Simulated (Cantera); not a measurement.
A Cantera script and what it prints.

```python
import numpy as np
import cantera as ct

gas_names = """
    C CH CH2 CH3 CH2OH CH3O CH4 CH3OH CO COS CO2 COOH CS CS2 C2 C2H CHCO,ketyl C2H2,acetylene
    C2H2,vinylidene CH2CO,ketene C2H3,vinyl CH3CO,acetyl C2H4 C2H4O,ethylen CH3CHO,ethanal CH3COOH
    (HCOOH)2 C2H5 C2H6 CH3OCH3 C2H5OH C2O C3 C3H3,propargyl C3H4,allene C3H4,propyne C3H4,cyclo-
    C3H5,allyl C3H6,propylene C3H6,cyclo- C3H6O C3H7,n-propyl C3H7,i-propyl C3H8 C3H8O,1propanol
    C3H8O,2propanol C3O2 C4 C4H2 C4H4,1,3-cyclo- C4H6,butadiene C4H6,2-butyne C4H6,cyclo- C4H8,1-butene
    C4H8,cis2-buten C4H8,tr2-butene C4H8,isobutene C4H8,cyclo- (CH3COOH)2 C4H9,n-butyl C4H9,i-butyl
    C4H9,s-butyl C4H9,t-butyl C4H10,isobutane C4H10,n-butane C5 C5H6,1,3cyclo- C5H8,cyclo-
    C5H10,1-pentene C5H10,cyclo- C5H11,pentyl C5H11,t-pentyl C5H12,n-pentane C5H12,i-pentane
    CH3C(CH3)2CH3 C6H2 C6H5,phenyl C6H5O,phenoxy C6H6 C6H5OH,phenol C6H10,cyclo- C6H12,1-hexene
    C6H12,cyclo- C6H13,n-hexyl C7H7,benzyl C7H8 C7H8O,cresol C7H14,1-heptene C7H15,n-heptyl
    C7H16,n-heptane C8H8,styrene C8H10,ethylbenz C8H16,1-octene C8H17,n-octyl C8H18,isooctane
    C8H18,n-octane C9H19,n-nonyl C10H8,naphthale C10H21,n-decyl C12H9,o-bipheny C12H10,bipheny H HCO HO2
    H2 HCHO,formaldehy HCOOH H2O H2O2 H2S H2SO4 Na NaH NaO NaOH Na2 Na2O Na2O2H2 Na2SO4 O OH O2 O3 S SH
    SO SO2 SO3 S2 S2O S8
""".split()
cond_names = """
    C(gr) C6H6(L) C7H8(L) C8H18(L),n-octa H2O(s) H2O(L) H2SO4(L) Na(cr) Na(L) NaOH(a) NaOH(L) NaO2(s)
    Na2CO3(I) Na2CO3(II) Na2CO3(L) Na2O(c) Na2O(a) Na2O(L) Na2O2(a) Na2O2(b) Na2S(1) Na2S(2) Na2S(L)
    Na2SO4(V) Na2SO4(IV) Na2SO4(I) Na2SO4(L) S(cr1) S(cr2) S(L)
""".split()


def load(file, names, dense=False):
    # The tables refer to 1 bar. Condensed volumes are neglected.
    table = {s.name: s for s in ct.Species.list_from_file(file)}
    out = []
    for n in names:
        d = dict(table[n].input_data)
        d["thermo"] = dict(d["thermo"], **{"reference-pressure": 1e5})
        if dense:
            d["equation-of-state"] = {"model": "constant-volume", "density": "1e6 g/cm^3"}
        out.append(ct.Species.from_dict(d))
    return out


gas = ct.Solution(thermo="ideal-gas", species=load("nasa_gas.yaml", gas_names))
cond = {s.name: ct.Solution(thermo="fixed-stoichiometry", species=[s], name=s.name)
        for s in load("nasa_condensed.yaml", cond_names, dense=True)}
atoms = {
    'Na2CO3': {'Na': 2, 'C': 1, 'O': 3},
    'H2S': {'H': 2, 'S': 1},
    'H2O': {'H': 2, 'O': 1},
}
top_T = {'C(gr)': 4500, 'NaO2(s)': 800, 'Na2O2(b)': 940}  # K; cautious upper limits of use, not melting points


def equilibrate(T, P, feed):
    n = {}
    for name, mol in feed.items():
        for a, k in atoms[name].items():
            n[a] = n.get(a, 0.0) + k * mol
    gas.TPX = T, P, n
    mass = sum(n.values()) * gas.mean_molecular_weight
    gas.equilibrate("TP")
    valid = [c for c in cond.values() if c.min_temp <= T <= top_T.get(c.name, c.max_temp)]
    mix = ct.Mixture([(gas, mass / gas.mean_molecular_weight)] + [(c, 0.0) for c in valid])
    mix.T, mix.P = T, P
    mix.equilibrate("TP", solver="vcs", rtol=1e-11, max_steps=5000)
    return mix


results = []
feed = {'Na2CO3': 1, 'H2S': 0.38, 'H2O': 2.7}  # mol
T = 1348  # K
P = 1333.22  # Pa
mix = equilibrate(T, P, feed)
results.append((T, P, feed, dict(zip(mix.species_names, mix.species_moles))))
x = sorted(zip(gas.X, gas.species_names), reverse=True)
print(f"T = {T:g} K  P = {P:g} Pa  gas = {mix.phase_moles(0):.4g} mol")
print("   x: " + "  ".join(f"{s} {v:.3e}" for v, s in x if v > 0.0001))
print("   condensed (mol): " + ("  ".join(f"{mix.phase(i).name} {mix.phase_moles(i):.4g}"
      for i in range(1, mix.n_phases) if mix.phase_moles(i) > 1e-12) or "none"))
```

It prints:

```
T = 1348 K  P = 1333.22 Pa  gas = 5.116 mol
   x: H2O 5.197e-01  CO2 1.715e-01  Na 1.557e-01  NaOH 8.985e-02  H2 3.718e-02  CO 2.401e-02  SO2 1.641e-03  Na2SO4 2.168e-04  Na2O2H2 1.185e-04
   condensed (mol): Na2S(2) 0.1997  Na2SO4(L) 0.1704
```

Method: chemical equilibrium by Gibbs-energy minimisation in Cantera with the NASA 1993 tables (ideal gas, pure condensed phases). Mutual solubility and eutectic melting of coexisting phases are not modelled.
